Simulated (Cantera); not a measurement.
Mixture: CH4 : O2 : N2 = 1 : 1.67 : 6.27 (molar parts), at 500000 Pa, adiabatic and at constant pressure. Ignition delay is the time to a rise of 400 K.

Computed with Cantera and GRI-Mech 3.0 (53 species, 325 reactions).

Task: What does this change do: pressure from 500000 Pa to 100000 Pa?

Result: 
```json
[
 {"quantity": "delay at 1273 K", "before": "4.41 ms", "after": "18.5 ms"},
 {"quantity": "delay at 1373 K", "before": "1.38 ms", "after": "5.20 ms"},
 {"quantity": "delay at 1473 K", "before": "0.477 ms", "after": "1.67 ms"},
 {"quantity": "delay at 1573 K", "before": "0.180 ms", "after": "0.624 ms"},
 {"quantity": "delay at 1673 K", "before": "74.9 µs", "after": "0.271 ms"},
 {"quantity": "delay at 1773 K", "before": "34.7 µs", "after": "0.134 ms"},
 {"quantity": "delay at 1873 K", "before": "17.9 µs", "after": "73.1 µs"},
 {"quantity": "apparent activation energy between 1673 and 1873 K", "before": "190 kJ/mol", "after": "170 kJ/mol"}
]
```

Task: What does this change do: N2 6.27 to 18 parts?

Result: 
| quantity | before | after |
|---|---|---|
| delay at 1273 K | 4.41 ms | 13.2 ms |
| delay at 1373 K | 1.38 ms | 4.18 ms |
| delay at 1473 K | 0.477 ms | 1.38 ms |
| delay at 1573 K | 0.180 ms | 0.483 ms |
| delay at 1673 K | 74.9 µs | 0.184 ms |
| delay at 1773 K | 34.7 µs | 79.3 µs |
| delay at 1873 K | 17.9 µs | 38.8 µs |
| apparent activation energy between 1673 and 1873 K | 190 kJ/mol | 200 kJ/mol |
